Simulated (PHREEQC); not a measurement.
Synthetic water in mg/L, 25 °C, pH 6.2, pe 2:

| constituent | mg/L |
|---|---|
| Na | 194 |
| K | 14.4 |
| Ca | 93.2 |
| Mg | 9.67 |
| Cl | 74.1 |
| S(6) as SO4 | 306 |
| Alkalinity as HCO3 | 360 |
| N(-3) as NH4 | 3.45 |
| B | 0.238 |

Valence states are taken as typed.

The numbers come from PHREEQC with the ion-association model, wateq4f.dat.

```yaml
ionic_strength: 0.0182 mol/kgw
charge_balance_error: 0.3 %
```

| species | molality | activity | log γ |
|---|---|---|---|
| Na+ | 0.00836 | 0.00733 | -0.057 |
| CO2 | 0.00720 | 0.00723 | 0.002 |
| HCO3- | 0.00579 | 0.00509 | -0.056 |
| SO4-2 | 0.00268 | 0.00160 | -0.226 |
| Cl- | 0.00209 | 0.00183 | -0.059 |
| Ca+2 | 0.00189 | 0.00113 | -0.223 |
| K+ | 0.000365 | 0.000318 | -0.059 |
| CaSO4 | 0.000358 | 0.000360 | 0.002 |
| Mg+2 | 0.000314 | 0.000190 | -0.218 |
| NH4+ | 0.000188 | 0.000164 | -0.058 |

No solid was allowed to form.
